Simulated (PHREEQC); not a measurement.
Solution (80 °C): 9.6 mmol/kgw AgNO3 and 0.2 mmol/kgw KBr. Closed to the air; pH follows from the charge balance.

All values are PHREEQC results (ion-association model, wateq4f.dat), not measurements.

```
Quantity                 Result
--------------  ---------------
pH                         6.30
ionic strength  0.00957 mol/kgw
```

```json
[
 {"species": "NO3-", "molality": "0.00956", "activity": "0.00851", "log γ": "-0.051"},
 {"species": "Ag+", "molality": "0.00937", "activity": "0.00836", "log γ": "-0.049"},
 {"species": "K+", "molality": "0.000200", "activity": "0.000178", "log γ": "-0.050"},
 {"species": "AgBr", "molality": "0.000198", "activity": "0.000198", "log γ": "0.001"},
 {"species": "AgNO3", "molality": "3.64e-5", "activity": "3.65e-5", "log γ": "0.001"},
 {"species": "Br-", "molality": "1.53e-6", "activity": "1.36e-6", "log γ": "-0.049"},
 {"species": "H+", "molality": "5.58e-7", "activity": "5.06e-7", "log γ": "-0.043"},
 {"species": "OH-", "molality": "5.42e-7", "activity": "4.83e-7", "log γ": "-0.050"},
 {"species": "AgBr2-", "molality": "3.32e-7", "activity": "2.97e-7", "log γ": "-0.049"}
]
```

Precipitation was switched off in this run. Saturation is exceeded, for instance for Bromyrite; the values hold only as long as no solid forms. Away from 25 °C the constants follow the database's enthalpies or fits; those with neither stay at their 25 °C values.
